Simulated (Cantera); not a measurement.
Mixture: CH4 : O2 : N2 = 1 : 1.67 : 6.27 (molar parts), equivalence ratio 1.2, at 10.0 bar, adiabatic and at constant volume. Ignition delay is the time to a rise of 400 K.

Computed with Cantera and GRI-Mech 3.0 (53 species, 325 reactions).

Question: What does this change do: 0.75 parts H2O added?

Answer: 
```csv
quantity,before,after
delay at 1025 K,56.9 ms,56.8 ms
delay at 1225 K,3.62 ms,3.78 ms
delay at 1425 K,0.392 ms,0.453 ms
delay at 1625 K,59.7 µs,69.0 µs
delay at 1825 K,12.7 µs,13.7 µs
apparent activation energy between 1625 and 1825 K,190 kJ/mol,200 kJ/mol
```
